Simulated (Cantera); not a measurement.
A perfectly stirred reactor is fed with CH4 : H2 : CO2 : H2O = 0.027 : 1 : 0.02 : 0.0019 (molar parts), at 0.230 bar; it is held at 2000 K, and followed from long to short residence time.

Model: GRI-Mech 3.0 (53 species, 325 reactions), integrated in Cantera.

### Question
Predict: x(CH4) at τ = 2.80 s; x(H2) at τ = 2.80 s; x(CO2) at τ = 2.80 s; x(CO) at τ = 2.80 s; x(O) at τ = 2.80 s; x(CH4) at τ = 32.0 ms; x(H2) at τ = 32.0 ms; x(CO2) at τ = 32.0 ms; x(CO) at τ = 32.0 ms; x(O) at τ = 32.0 ms.

### Answer
```
Property                  Value
---------------------  --------
x(CH4) at τ = 2.80 s    0.00107
x(H2) at τ = 2.80 s       0.953
x(CO2) at τ = 2.80 s    4.48e-5
x(CO) at τ = 2.80 s      0.0331
x(O) at τ = 2.80 s      4.36e-9
x(CH4) at τ = 32.0 ms   0.00749
x(H2) at τ = 32.0 ms      0.943
x(CO2) at τ = 32.0 ms  0.000624
x(CO) at τ = 32.0 ms     0.0196
x(O) at τ = 32.0 ms     1.37e-8
```
